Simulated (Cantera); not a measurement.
A perfectly stirred reactor is fed with CH4 : H2 = 1 : 4.9 (molar parts), at 0.0267 bar; it is held at 1750 K, and followed from long to short residence time.

Computed with Cantera and GRI-Mech 3.0 (53 species, 325 reactions). GRI-Mech 3.0 stops at C3 and has no aromatics, soot or wall deposition, so with more carbon than oxygen in the feed, carbon stays in small species such as C2H2 where larger ones or solid carbon would form. Radical loss at walls, strong at low pressure, is not modelled.

Q: Predict: x(CH4) at τ = 1.10 s; x(H2) at τ = 1.10 s; x(C2H6) at τ = 1.10 s; x(CH3) at τ = 1.10 s; x(C2H4) at τ = 1.10 s; x(CH4) at τ = 15.0 ms; x(H2) at τ = 15.0 ms; x(C2H6) at τ = 15.0 ms; x(CH3) at τ = 15.0 ms; x(C2H4) at τ = 15.0 ms.

A: 
```
Quantity                   Value
----------------------  --------
x(CH4) at τ = 1.10 s      0.0300
x(H2) at τ = 1.10 s        0.909
x(C2H6) at τ = 1.10 s    3.62e-6
x(CH3) at τ = 1.10 s    0.000729
x(C2H4) at τ = 1.10 s   0.000145
x(CH4) at τ = 15.0 ms      0.149
x(H2) at τ = 15.0 ms       0.840
x(C2H6) at τ = 15.0 ms   4.34e-5
x(CH3) at τ = 15.0 ms    0.00221
x(C2H4) at τ = 15.0 ms   0.00121
```
